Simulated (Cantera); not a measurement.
An isothermal, constant-pressure homogeneous reactor starts with NO : N2 = 1 : 2.8 (molar parts), at 1825 K and 0.0610 bar. Integrator tolerance rtol = 1e-08.

Computed with Cantera and GRI-Mech 3.0 (53 species, 325 reactions).

Problem. What does this change do: temperature 1825 to 1473 K?

Solution. 
| quantity | before | after |
|---|---|---|
| x(NO) at 300 s | 0.00876 (gas-phase equilibrium 0.00374) | 0.247 (gas-phase equilibrium 0.000892) |
| x(O) at 300 s | 0.000223 (gas-phase equilibrium 0.000225) | 1.14e-6 (gas-phase equilibrium 4.12e-6) |
| x(N2O) at 300 s | 7.57e-8 (gas-phase equilibrium 5.54e-8) | 1.89e-5 (gas-phase equilibrium 1.43e-8) |
| x(NO2) at 300 s | 4.00e-6 (gas-phase equilibrium 1.72e-6) | 7.02e-5 (gas-phase equilibrium 1.01e-6) |
| x(N2) at 300 s | 0.864 (gas-phase equilibrium 0.866) | 0.745 (gas-phase equilibrium 0.868) |
| x(O2) at 300 s | 0.127 (gas-phase equilibrium 0.130) | 0.00780 (gas-phase equilibrium 0.131) |
